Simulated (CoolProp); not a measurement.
A single-stage vapour-compression cycle with hydrogen chloride: evaporating at 257.15 K (dew point), condensing at 316.15 K (bubble point), superheat 0 K, subcooling 8 K, compressor efficiency 0.75, no pressure losses. Each further row changes one setting.

Model: reference Helmholtz-energy equation of state, Thol 2018, in CoolProp.

| case | cooling COP | pressure ratio | discharge temperature (K) | refrigerating effect (kJ/kg) | volumetric capacity (kJ/m³) |
|---|---|---|---|---|---|
| as stated | 2.13 | 4.19 | 409.6 | 237 | 8290 |
| evaporating temperature 262.15 K | 2.42 | 3.63 | [?] | 237 | 9600 |
| condensing temperature 311.15 K | 2.46 | 3.78 | [?] | 250 | 8730 |
| subcooling 13 K | 2.26 | 4.19 | 409.6 | [?] | 8780 |
| superheat 10 K | 2.09 | 4.19 | [?] | 250 | 8130 |
| compressor efficiency 0.65 | [?] | 4.19 | [?] | 237 | 8290 |

### Question
What belongs in the gaps?

### Answer

- evaporating temperature 262.15 K, discharge temperature (K): 396.9
- condensing temperature 311.15 K, discharge temperature (K): 395.7
- subcooling 13 K, refrigerating effect (kJ/kg): 251
- superheat 10 K, discharge temperature (K): 430.0
- compressor efficiency 0.65, cooling COP: 1.85
- compressor efficiency 0.65, discharge temperature (K): 425.7
